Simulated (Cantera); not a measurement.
What does this Cantera script print?

```python
import numpy as np
import cantera as ct

gas_names = """
    B BH BH2 BH3 BO BO2 B2 B2O B2O2 B2O3 B3O3H3 H HBO HBO2 HO2 H2 H2O H2O2 H3B3O6 O OH O2 O3
""".split()
cond_names = """
    B(b) B(L) B2O3(L) B3O3H3(cr) H2O(s) H2O(L)
""".split()


def load(file, names, dense=False):
    # The tables refer to 1 bar. Condensed volumes are neglected.
    table = {s.name: s for s in ct.Species.list_from_file(file)}
    out = []
    for n in names:
        d = dict(table[n].input_data)
        d["thermo"] = dict(d["thermo"], **{"reference-pressure": 1e5})
        if dense:
            d["equation-of-state"] = {"model": "constant-volume", "density": "1e6 g/cm^3"}
        out.append(ct.Species.from_dict(d))
    return out


gas = ct.Solution(thermo="ideal-gas", species=load("nasa_gas.yaml", gas_names))
cond = {s.name: ct.Solution(thermo="fixed-stoichiometry", species=[s], name=s.name)
        for s in load("nasa_condensed.yaml", cond_names, dense=True)}
atoms = {
    'B2O3': {'B': 2, 'O': 3},
    'H2O': {'H': 2, 'O': 1},
    'H2': {'H': 2},
    'O2': {'O': 2},
}
top_T = {}  # K; cautious upper limits of use, not melting points


def equilibrate(T, P, feed):
    n = {}
    for name, mol in feed.items():
        for a, k in atoms[name].items():
            n[a] = n.get(a, 0.0) + k * mol
    gas.TPX = T, P, n
    mass = sum(n.values()) * gas.mean_molecular_weight
    gas.equilibrate("TP")
    valid = [c for c in cond.values() if c.min_temp <= T <= top_T.get(c.name, c.max_temp)]
    mix = ct.Mixture([(gas, mass / gas.mean_molecular_weight)] + [(c, 0.0) for c in valid])
    mix.T, mix.P = T, P
    mix.equilibrate("TP", solver="vcs", rtol=1e-11, max_steps=5000)
    return mix


results = []
feed = {'B2O3': 1, 'H2O': 0.4, 'H2': 91, 'O2': 0.12}  # mol
P = 1600  # Pa
for T in [1798, 1848, 1898, 1948, 1998, 2048, 2098, 2148, 2198, 2248, 2298, 2348]:
    mix = equilibrate(T, P, feed)
    results.append((T, P, feed, dict(zip(mix.species_names, mix.species_moles))))

top = {s: max(r[3][s] / sum(r[3][g] for g in gas_names) for r in results) for s in gas_names}
cols = sorted((s for s in top if top[s] > 0.001), key=lambda s: -top[s])[:5]
seen = [c for c in cond_names if any(r[3].get(c, 0) > 1e-12 for r in results)]
print("log10 of partial pressures in bar; condensed amounts in mol")
print(f"{'T/K':>10s}" + "".join(f"{s[:9]:>10s}" for s in cols + seen))
for T, P, feed, n in results:
    ng = sum(n[g] for g in gas_names)
    print(f"{T:10.4g}" + "".join(f"{np.log10(max(n[s] / ng * P / 1e5, 1e-99)):10.3f}" for s in cols)
          + "".join(f"{n.get(c, 0):10.4g}" for c in seen))
```

Result:

```
log10 of partial pressures in bar; condensed amounts in mol
       T/K        H2         H      HBO2       H2O       HBO
      1798    -1.808    -4.357    -3.749    -4.131    -4.020
      1848    -1.809    -4.180    -3.764    -4.087    -3.989
      1898    -1.810    -4.012    -3.780    -4.046    -3.961
      1948    -1.811    -3.853    -3.798    -4.006    -3.939
      1998    -1.813    -3.701    -3.819    -3.968    -3.922
      2048    -1.816    -3.558    -3.842    -3.932    -3.910
      2098    -1.819    -3.421    -3.869    -3.898    -3.904
      2148    -1.823    -3.292    -3.899    -3.865    -3.904
      2198    -1.828    -3.168    -3.934    -3.835    -3.911
      2248    -1.835    -3.051    -3.974    -3.807    -3.925
      2298    -1.843    -2.940    -4.020    -3.782    -3.945
      2348    -1.853    -2.835    -4.073    -3.761    -3.973
```

Method: chemical equilibrium by Gibbs-energy minimisation in Cantera with the NASA 1993 tables (ideal gas, pure condensed phases).
